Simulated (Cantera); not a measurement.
An isothermal plug-flow reactor at 550 K and 1.78 atm (inlet), inlet velocity 0.12 m/s, active area per volume 600 1/m; feed 0.329 % H2, 10.1 % O2, 89.6 % N2, equivalence ratio 0.016.

Cantera simulation using Deutschmann's 1995 Pt surface mechanism with GRI-Mech 3.0 gas chemistry; the numbers are that mechanism's predictions, not measurements. Catalytic surfaces can have several steady states; this one follows from the mechanism file's or the stated starting coverage. Mass transfer to the wall is taken as infinitely fast.

x: gas mole fraction; θ: surface coverage.

```csv
z (m),x H2,x O2,x H2O,θ free Pt,θ O*,θ OH*
0.00031,0.00102,0.0999,0.00228,0.0158,0.978,…
0.00056,0.000651,0.0997,0.00264,0.0102,0.985,…
0.00099,0.000402,0.0996,0.00289,0.00628,0.990,…
0.0018,0.000233,0.0995,0.00306,0.00366,0.993,…
0.0031,0.000139,0.0995,0.00315,0.00219,0.995,…
0.0056,7.84e-5,0.0995,0.00322,0.00124,0.997,…
0.0099,4.44e-5,0.0995,0.00325,0.000723,0.998,…
0.018,2.38e-5,0.0994,0.00327,0.000422,0.998,…
0.031,1.28e-5,0.0994,0.00328,0.000277,0.999,…
```

Q: Complete the blanks.

A: 
- 0.00031, θ OH*: 0.00608
- 0.00056, θ OH*: 0.00510
- 0.00099, θ OH*: 0.00413
- 0.0018, θ OH*: 0.00321
- 0.0031, θ OH*: 0.00251
- 0.0056, θ OH*: 0.00191
- 0.0099, θ OH*: 0.00146
- 0.018, θ OH*: 0.00112
- 0.031, θ OH*: 0.000906
